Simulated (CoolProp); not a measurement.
Vapour-liquid equilibrium of ethanol (1) + cyclohexane (2) at 0.125 MPa; x and y are mole fractions of (1).

Computed with CoolProp (multi-fluid Helmholtz-energy mixture model, Schroeder 2014 and Zhou 2014; pair parameters Bell 2016).

```
x      bubble temperature, mixture model (K)  bubble temperature, Raoult's law (K)  y, mixture model  y, Raoult's law
-----  -------------------------------------  ------------------------------------  ----------------  ---------------
0.05                                   353.9                                 360.7             0.217            0.058
0.125                                  348.8                                 360.3             0.364            0.142
0.2                                    346.7                                 360.0             0.429            0.224
0.275                                  345.8                                 359.6             0.460            0.304
0.35                                   345.5                                 359.3             0.475            0.382
0.425                                  345.4                                 359.0             0.483            0.458
0.5                                    345.4                                 358.7             0.488            0.533
0.575                                  345.4                                 358.4             0.494            0.606
0.65                                   345.6                                 358.1             0.508            0.678
0.725                                  346.1                                 357.9             0.534            0.749
0.8                                    347.3                                 357.6             0.584            0.819
0.875                                  349.5                                 357.4             0.674            0.888
0.95                                   353.4                                 357.1             0.833            0.955
```

The largest gap from Raoult's law is -13.8 K in bubble temperature, at x = 0.275. y crosses x between x = 0.425 and 0.5: the model has an azeotrope there.

The pair parameters rest on a limited set of measurements; away from them the model extrapolates.
